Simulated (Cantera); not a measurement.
AlN + H2 (sublimation and decomposition of ceramics)

A closed system holds: 1 mol AlN, a varied amount of H2, at 2052 °C and 0.100 bar.

These are equilibrium values from Cantera (NASA tables, ideal gas, pure condensed phases), not measurements of a reactor. Candidate condensed phases: Al, AlN; 13 gas species. The numbers say what is thermodynamically allowed, not how fast it happens.

```tsv
n(H2) (mol)	log p H2	log p Al	log p N2	log p H	log p AlH	log p Al2	log p NH3	log p N	n AlN(s)
0.14	-1.32	-1.50	-1.78	-2.62	-2.98	-4.15	-7.76	-8.18	0.908
0.18	-1.32	-1.50	-1.78	-2.62	-2.98	-4.15	-7.76	-8.18	0.882
0.24	-1.32	-1.50	-1.78	-2.62	-2.98	-4.15	-7.76	-8.18	0.843
0.32	-1.32	-1.50	-1.78	-2.62	-2.98	-4.15	-7.76	-8.18	0.790
0.43	-1.32	-1.50	-1.78	-2.62	-2.98	-4.15	-7.76	-8.18	0.718
0.57	-1.32	-1.50	-1.78	-2.62	-2.98	-4.15	-7.76	-8.18	0.627
0.76	-1.32	-1.50	-1.78	-2.62	-2.98	-4.15	-7.76	-8.18	0.502
1	-1.32	-1.50	-1.78	-2.62	-2.98	-4.15	-7.76	-8.18	0.345
1.3	-1.32	-1.50	-1.78	-2.62	-2.98	-4.15	-7.76	-8.18	0.149
1.8	-1.28	-1.54	-1.82	-2.60	-3.00	-4.22	-7.73	-8.20	0
2.4	-1.23	-1.61	-1.90	-2.57	-3.05	-4.37	-7.69	-8.24	0
```
log p: log10 of the partial pressure in bar; n: condensed amount in mol.

From 0.14 mol H2 to 1.3 mol H2 the condensed part is AlN(s). From 1.8 mol H2 to 2.4 mol H2 nothing is condensed. The main Al-bearing gas is Al throughout.
